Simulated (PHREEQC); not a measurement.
# Acid rinse or clean: an equilibrium model

Dissolve 0.07 mol/kgw H2SO4 and 0.0069 mol/kgw CuCl2 at 50 °C. Closed to the air; pH follows from the charge balance.

Equilibrium calculation in PHREEQC: ion-association model, wateq4f.dat.

* **pH**: 1.17
* **ionic strength**: 0.108 mol/kgw
* **total alkalinity**: -140 meq/kg

| species | molality | activity | log γ |
|---|---|---|---|
| H+ | 0.0823 | 0.0671 | -0.089 |
| HSO4- | 0.0577 | 0.0440 | -0.118 |
| Cl- | 0.0136 | 0.0102 | -0.126 |
| SO4-2 | 0.0107 | 0.00371 | -0.459 |
| Cu+2 | 0.00504 | 0.00190 | -0.425 |
| CuSO4 | 0.00164 | 0.00169 | 0.011 |

This is a speciation only: nothing precipitates in the calculation. Constants without temperature data keep their 25 °C values here.
